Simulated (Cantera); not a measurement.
A closed system holds: 1 mol Si, a varied amount of HF, held at 548 K and 1.00 bar.

Equilibrium computed with Cantera from the NASA thermochemical tables; the gas is ideal and each condensed phase is pure. Candidate condensed phases: Si; 25 gas species. Kinetics and transport are ignored.

Problem. Which condensed phases are stable at each of these points (n(HF) (mol)): 1.4, 2.2, 3.3, 5.1, 7.7, 12, 18?

Solution. 
| n(HF) (mol) | condensed phases | Si condensed (%) |
|---|---|---|
| 1.4 | Si(s) | 64.5 |
| 2.2 | Si(s) | 44.3 |
| 3.3 | Si(s) | 16.4 |
| 5.1 | gas only | 0.0 |
| 7.7 | gas only | 0.0 |
| 12 | gas only | 0.0 |
| 18 | gas only | 0.0 |

From 1.4 mol HF to 3.3 mol HF the condensed part is Si(s). From 5.1 mol HF to 18 mol HF nothing is condensed.
